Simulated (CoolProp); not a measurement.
Vapour-liquid equilibrium of cyclohexane (1) + n-heptane (2) at 80.35 °C; x and y are mole fractions of (1).

Computed with CoolProp (multi-fluid Helmholtz-energy mixture model, Zhou 2014 and Span 2003; pair parameters Bell 2016).

```
x     bubble pressure, mixture model (MPa)  bubble pressure, Raoult's law (MPa)  y, mixture model  y, Raoult's law
----  ------------------------------------  -----------------------------------  ----------------  ---------------
0.05                               0.06002                              0.05988             0.084            0.084
0.2                                0.06679                              0.06625             0.304            0.303
0.35                               0.07343                              0.07262             0.482            0.483
0.5                                0.07991                              0.07899             0.631            0.634
0.65                               0.08619                              0.08536             0.757            0.763
0.8                                0.09229                              0.09173             0.868            0.874
0.95                               0.09825                              0.09810             0.968            0.971
```

The largest gap from Raoult's law is +1.2 % in bubble pressure, at x = 0.5. No azeotrope shows between x = 0.05 and 0.95.

Pair parameters are fitted to limited data, so mixtures are less certain than the pure fluids.
